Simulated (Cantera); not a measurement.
A closed system holds: 1 mol NaBr, 2.2 mol O2, 130 mol H2, equilibrated at 1.90 mbar.

Method: chemical equilibrium by Gibbs-energy minimisation in Cantera with the NASA 1993 tables (ideal gas, pure condensed phases). Candidate condensed phases: Br2, H2O, Na, NaBr, NaOH, NaO2, Na2O, Na2O2; 20 gas species. The numbers say what is thermodynamically allowed, not how fast it happens.

x: gas mole fraction; nothing condenses.

```json
[
 {"T (K)": "1298", "x H2": "0.958", "x H2O": "0.0336", "x NaBr": "0.00734", "x Na": "0.000290", "x HBr": "___"},
 {"T (K)": "1323", "x H2": "0.958", "x H2O": "0.0336", "x NaBr": "0.00728", "x Na": "0.000349", "x HBr": "___"},
 {"T (K)": "1348", "x H2": "0.958", "x H2O": "0.0336", "x NaBr": "0.00721", "x Na": "0.000416", "x HBr": "___"},
 {"T (K)": "1373", "x H2": "0.958", "x H2O": "0.0336", "x NaBr": "0.00714", "x Na": "0.000493", "x HBr": "___"},
 {"T (K)": "1398", "x H2": "0.958", "x H2O": "0.0336", "x NaBr": "0.00705", "x Na": "0.000581", "x HBr": "___"},
 {"T (K)": "1423", "x H2": "0.958", "x H2O": "0.0336", "x NaBr": "0.00695", "x Na": "0.000680", "x HBr": "___"},
 {"T (K)": "1448", "x H2": "0.958", "x H2O": "0.0336", "x NaBr": "0.00684", "x Na": "0.000790", "x HBr": "___"},
 {"T (K)": "1473", "x H2": "0.958", "x H2O": "0.0336", "x NaBr": "0.00671", "x Na": "0.000914", "x HBr": "___"},
 {"T (K)": "1498", "x H2": "0.957", "x H2O": "0.0336", "x NaBr": "0.00658", "x Na": "0.00105", "x HBr": "___"},
 {"T (K)": "1523", "x H2": "0.957", "x H2O": "0.0336", "x NaBr": "0.00642", "x Na": "0.00120", "x HBr": "___"},
 {"T (K)": "1548", "x H2": "0.957", "x H2O": "0.0335", "x NaBr": "0.00626", "x Na": "0.00137", "x HBr": "___"},
 {"T (K)": "1573", "x H2": "0.956", "x H2O": "0.0335", "x NaBr": "0.00608", "x Na": "0.00154", "x HBr": "___"},
 {"T (K)": "1598", "x H2": "0.956", "x H2O": "0.0335", "x NaBr": "0.00588", "x Na": "0.00174", "x HBr": "___"},
 {"T (K)": "1623", "x H2": "0.955", "x H2O": "0.0335", "x NaBr": "0.00567", "x Na": "0.00195", "x HBr": "___"}
]
```

Question: Some entries are withheld; supply them.

Answer: 
- 1298, x HBr: 0.000289
- 1323, x HBr: 0.000347
- 1348, x HBr: 0.000413
- 1373, x HBr: 0.000488
- 1398, x HBr: 0.000573
- 1423, x HBr: 0.000667
- 1448, x HBr: 0.000771
- 1473, x HBr: 0.000886
- 1498, x HBr: 0.00101
- 1523, x HBr: 0.00115
- 1548, x HBr: 0.00129
- 1573, x HBr: 0.00144
- 1598, x HBr: 0.00160
- 1623, x HBr: 0.00176
